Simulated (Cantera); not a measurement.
Input: 1 mol Si3N4, 11 mol NF3, 2.4 mol H2, at 973 K.

Cantera equilibrium calculation (NASA polynomials, part measured and part estimated; ideal gas, pure solids and liquids). Candidate condensed phases: Si, Si3N4; 37 gas species. Rates play no part.

Task: At 10.0 mbar, list the 4 most abundant gas species with their mole fractions, and the condensed phases.

Result: F 0.290, N2 0.274, HF 0.175, F2 0.151. Condensed: gas only.
